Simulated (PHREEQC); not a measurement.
Dissolve 0.24 mol NH4HS and 0.0052 mol NaOH per kg of water at 50 °C. Closed to the air; pH follows from the charge balance.

Model: ion-association model, wateq4f.dat, run in PHREEQC.

```
Property                  Result
-----------------  -------------
pH                          7.66
ionic strength     0.224 mol/kgw
activity of water          0.992
total alkalinity      245 meq/kg
```

| species | molality | activity | log γ |
|---|---|---|---|
| HS- | 0.224 | 0.154 | -0.163 |
| NH4+ | 0.219 | 0.160 | -0.136 |
| NH3 | 0.0209 | 0.0209 | 0.000 |
| H2S | 0.0158 | 0.0166 | 0.022 |
| Na+ | 0.00520 | 0.00378 | -0.138 |
| S-2 | 1.50e-5 | 4.08e-6 | -0.566 |
| OH- | 3.46e-6 | 2.38e-6 | -0.163 |
| H+ | 2.82e-8 | 2.21e-8 | -0.105 |

Precipitation was switched off in this run. Away from 25 °C the constants follow the database's enthalpies or fits; those with neither stay at their 25 °C values. The polysulfide entries of wateq4f.dat were taken out for this run.
